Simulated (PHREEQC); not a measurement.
## Spent oxide etchant (model solution)

Consider water at 59 °C with 4.5 mmol/kgw HF, 0.62 mmol/kgw H2SiF6, 130 mmol/kgw H3BO3 and 29 mmol/kgw HCl. Closed to the air; pH follows from the charge balance.

Computed with PHREEQC (ion-association model, wateq4f.dat).

Each row changes one thing in this solution. No solid was allowed to form.

| case | pH | ionic strength (mol/kgw) | HF (mol/kgw) | BF4- (mol/kgw) | BF2(OH)2- (mol/kgw) | BF3OH- (mol/kgw) | SI of Chalcedony (SiO2) |
|---|---|---|---|---|---|---|---|
| as made | 1.58 | 0.0306 | 0.00295 | 0.000947 | 0.000358 | 0.000233 | -0.00 |
| HF from 0.0045 to 0.0225 mol/kgw | 1.52 | 0.0350 | 0.00452 | 0.00449 | 0.000723 | 0.000722 | -0.01 |
| temperature from 59 to 55 °C | 1.58 | 0.0306 | 0.00274 | 0.000996 | 0.000350 | 0.000243 | +0.03 |
| HCl from 0.029 to 0.29 mol/kgw | 0.65 | 0.291 | 0.00419 | 0.000829 | 0.000136 | 0.000134 | +0.03 |
| HCl from 0.029 to 0.058 mol/kgw | 1.30 | 0.0594 | 0.00335 | 0.000922 | 0.000267 | 0.000199 | -0.00 |
| HCl from 0.029 to 0.0435 mol/kgw | 1.42 | 0.0450 | 0.00318 | 0.000935 | 0.000302 | 0.000213 | -0.00 |
| H2SiF6 replaced by K2SiO3 at the same molality | 1.61 | 0.0297 | 0.00226 | 0.000350 | 0.000226 | 0.000113 | -0.00 |
| H2SiF6 from 0.00062 to 0.00031 mol/kgw | 1.58 | 0.0301 | 0.00266 | 0.000633 | 0.000295 | 0.000173 | -0.31 |

Complexes and solids missing from the database can't appear. Some of these states are supersaturated (in Quartz (slow to form), for instance). At this temperature some constants are extrapolated from 25 °C, and those without enthalpy data are left unchanged. SiF6-2 is the database's only silicon fluoride. Real BF4- forms and hydrolyses slowly; the run takes it at equilibrium.
